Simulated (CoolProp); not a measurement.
Properties of R1224YDZ at several states.

Computed with CoolProp (reference Helmholtz-energy equation of state, Akasaka 2023).

```
T (K)  p (MPa)   phase  cp (kJ/(kg K))  expansivity (1/kK)
-----  -------  ------  --------------  ------------------
182.9   0.0183  liquid           1.009               1.448
205.7     10.9  liquid           1.014               1.405
328.4   0.0817     gas          0.8268               3.321
248.1     13.4  liquid           1.050               1.474
278.2    0.158  liquid           1.111               1.847
```
